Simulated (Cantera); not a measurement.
A perfectly stirred reactor is fed with N₂O : H₂ : N₂ = 1 : 0.019 : 2.2 (molar parts), at 750 Torr; it is held at 1623 K, and followed from long to short residence time.

Computed with Cantera and GRI-Mech 3.0 (53 species, 325 reactions). GRI-Mech 3.0 was tuned for natural gas; its chemistry of N2O as a main component is partial and can be far from experiment. The temperature is held fixed by assumption; the heat of reaction is taken as removed at once.

What does this change do: H2 0.019 to 0.075 parts?


```
quantity                 before     after
---------------------  --------  --------
x(N₂O) at τ = 20.0 s   0.000116  0.000107
x(H₂) at τ = 20.0 s     3.15e-7   1.05e-6
x(H) at τ = 20.0 s      5.23e-8   1.02e-7
x(NO) at τ = 20.0 s     0.00837   0.00737
x(NO₂) at τ = 20.0 s    2.79e-5   2.27e-5
x(N₂O) at τ = 29.0 ms    0.0437    0.0388
x(H₂) at τ = 29.0 ms    2.22e-5   5.50e-5
x(H) at τ = 29.0 ms     1.37e-6   3.20e-6
x(NO) at τ = 29.0 ms     0.0462    0.0403
x(NO₂) at τ = 29.0 ms  0.000213  0.000164
```

What does this change do: temperature 1623 to 1148 K?


```tsv
quantity	before	after
x(N₂O) at τ = 20.0 s	0.000116	0.0668
x(H₂) at τ = 20.0 s	3.15e-7	4.01e-6
x(H) at τ = 20.0 s	5.23e-8	8.88e-10
x(NO) at τ = 20.0 s	0.00837	0.0101
x(NO₂) at τ = 20.0 s	2.79e-5	0.000149
x(N₂O) at τ = 29.0 ms	0.0437	0.304
x(H₂) at τ = 29.0 ms	2.22e-5	0.000954
x(H) at τ = 29.0 ms	1.37e-6	5.31e-7
x(NO) at τ = 29.0 ms	0.0462	0.000157
x(NO₂) at τ = 29.0 ms	0.000213	4.90e-6
```
The mechanism lacks the step 2 NO + O2 → 2 NO2, which can matter for NO2 below about 1400 K.
